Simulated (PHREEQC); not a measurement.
**Copper plating or etch bath: speciation**

Solution (20 °C): 0.015 mol Cu(NO3)2, 0.0024 mol H2SO4 and 9.1e-05 mol H3BO3 per kg of water. It is in equilibrium with CO2 at log p = -1 (atm). Otherwise closed; pH follows from the charge balance.

The numbers come from PHREEQC with the ion-association model, wateq4f.dat.

Precipitation was switched off in this run.

Q: Estimate the pH.

A: pH 2.41.

Q: In which forms is Cu present?

A: Cu+2 94 %, CuSO4 5.5 % of the Cu.

Species that the database lacks are ignored.
